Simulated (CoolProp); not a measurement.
n-butane at 427.61 K and 0.788 MPa flows at 0.7 m/s in a round tube of 50 mm bore and 1.5 µm roughness, fully developed (64/Re and Nu = 3.66 if laminar; Colebrook and Gnielinski if turbulent). Each further row changes one setting.

Model: reference Helmholtz-energy equation of state, Bücker 2006, in CoolProp.

```json
[
 {"case": "as stated", "Reynolds number": "45300", "Darcy friction factor": "0.0215", "pressure drop (Pa/m)": "1.46", "heat-transfer coefficient (W/(m² K))": "67.0", "mass flow (kg/h)": "68.7"},
 {"case": "velocity 1.4 m/s", "Reynolds number": "90600", "Darcy friction factor": "0.0185", "pressure drop (Pa/m)": "5.04", "heat-transfer coefficient (W/(m² K))": "116", "mass flow (kg/h)": "137"},
 {"case": "diameter 100 mm", "Reynolds number": "90600", "Darcy friction factor": "0.0184", "pressure drop (Pa/m)": "0.627", "heat-transfer coefficient (W/(m² K))": "57.7", "mass flow (kg/h)": "275"}
]
```

Viscosity comes from a separate model (Vogel 1999). Thermal conductivity comes from a separate model (Perkins 2002).
